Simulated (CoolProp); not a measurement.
The fluid at 293.15 K and 0.473 MPa is compressed adiabatically to 2.74 MPa with isentropic efficiency 0.8. The same conditions are run with several fluids, on thermodynamics alone (safety and materials aside).

Computed with CoolProp (reference Helmholtz-energy equation of state of each fluid (C3F8 (R218): Lemmon 2006; hydrogen sulfide: Lemmon 2006; R13: Platzer 1990; R507A: Lemmon 2003; R1132(E): Akasaka 2024)). The equations of Platzer and Polt are older, rougher fits. Blends and air are pseudo-pure fits.

```json
[
 {"fluid": "C3F8 (R218)", "work (kJ/kg)": "21.9", "final temperature (K)": "352.2", "final phase": "supercritical", "final density (kg/m³)": "___"},
 {"fluid": "hydrogen sulfide", "work (kJ/kg)": "___", "final temperature (K)": "___", "final phase": "gas", "final density (kg/m³)": "___"},
 {"fluid": "R13", "work (kJ/kg)": "53.0", "final temperature (K)": "383.5", "final phase": "gas", "final density (kg/m³)": "101"},
 {"fluid": "R507A", "work (kJ/kg)": "50.3", "final temperature (K)": "369.6", "final phase": "gas", "final density (kg/m³)": "115"},
 {"fluid": "R1132(E)", "work (kJ/kg)": "85.9", "final temperature (K)": "___", "final phase": "gas", "final density (kg/m³)": "___"}
]
```

Problem. Some entries are withheld; supply them.

Solution. 
- C3F8 (R218), final density (kg/m³): 360
- hydrogen sulfide, work (kJ/kg): 187
- hydrogen sulfide, final temperature (K): 482.5
- hydrogen sulfide, final density (kg/m³): 24.3
- R1132(E), final temperature (K): 393.9
- R1132(E), final density (kg/m³): 61.5
